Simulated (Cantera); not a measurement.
## Low-pressure radical oxidation in H2/O2

A perfectly stirred reactor is fed with H2 : O2 = 0.044 : 1 (molar parts), equivalence ratio 0.022, at 20.0 Torr; it is held at 1450 K, and followed from long to short residence time.

Cantera simulation using the H2/O2 subset of GRI-Mech 3.0, which has no nitrogen chemistry; the numbers are that mechanism's predictions, not measurements. Radical loss at walls, strong at low pressure, is not modelled. The temperature is held fixed by assumption; the heat of reaction is taken as removed at once.

| τ (s) | x H2 | x O2 | x O | x H2O | x OH | x H |
|---|---|---|---|---|---|---|
| 3.9 | 3.12e-5 | 0.955 | 0.00109 | 0.0424 | 0.00111 | 2.50e-5 |
| 1.4 | 5.94e-5 | 0.954 | 0.00212 | 0.0421 | 0.00155 | 6.81e-5 |
| 0.49 | 0.000113 | 0.952 | 0.00412 | 0.0416 | 0.00216 | 0.000184 |
| 0.17 | 0.000208 | 0.948 | 0.00770 | 0.0409 | 0.00294 | 0.000471 |
| 0.061 | 0.000359 | 0.942 | 0.0131 | 0.0399 | 0.00381 | 0.00105 |
| 0.022 | 0.000584 | 0.935 | 0.0196 | 0.0386 | 0.00467 | 0.00194 |
| 0.0076 | 0.000953 | 0.928 | 0.0254 | 0.0372 | 0.00544 | 0.00296 |
| 0.0027 | 0.00169 | 0.925 | 0.0279 | 0.0356 | 0.00614 | 0.00376 |
| 0.00096 | 0.00347 | 0.925 | 0.0271 | 0.0330 | 0.00704 | 0.00436 |
| 0.00034 | 0.00789 | 0.929 | 0.0227 | 0.0279 | 0.00803 | 0.00464 |
| 0.00012 | 0.0184 | 0.938 | 0.0142 | 0.0181 | 0.00756 | 0.00373 |
x: mole fraction; the columns are a selection and need not sum to one.
